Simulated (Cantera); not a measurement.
Input: 1 mol SiH2Cl2, 0.13 mol HCl, a varied amount of N2, at 898 K and 5200 Pa.

Cantera equilibrium calculation (NASA polynomials, part measured and part estimated; ideal gas, pure solids and liquids). Candidate condensed phases: NH4Cl, Si, Si3N4; 28 gas species. N2 is the only nitrogen source here; it is nearly inert below about 1500 K, so the nitride shown seldom forms there in practice. Kinetics and transport are ignored.

x: gas mole fraction; n: condensed amount in mol.

```tsv
n(N2) (mol)	x N2	x HCl	x H2	x SiCl4	x SiHCl3	n Si3N4(s)
19	0.905	0.0659	0.0193	0.00963	___	0.268
31	0.940	0.0436	0.0110	0.00552	___	0.274
44	0.957	0.0322	0.00734	0.00367	___	0.278
57	0.966	0.0257	0.00540	0.00270	___	0.281
69	0.972	0.0216	0.00430	0.00215	___	0.283
82	0.976	0.0185	0.00350	0.00175	___	0.285
95	0.979	0.0162	0.00293	0.00146	___	0.286
110	0.982	0.0142	0.00245	0.00122	___	0.288
```

Complete the blanks.


- 19, x SiHCl3: 7.85e-6
- 31, x SiHCl3: 3.89e-6
- 44, x SiHCl3: 2.33e-6
- 57, x SiHCl3: 1.58e-6
- 69, x SiHCl3: 1.19e-6
- 82, x SiHCl3: 9.18e-7
- 95, x SiHCl3: 7.35e-7
- 110, x SiHCl3: 5.88e-7
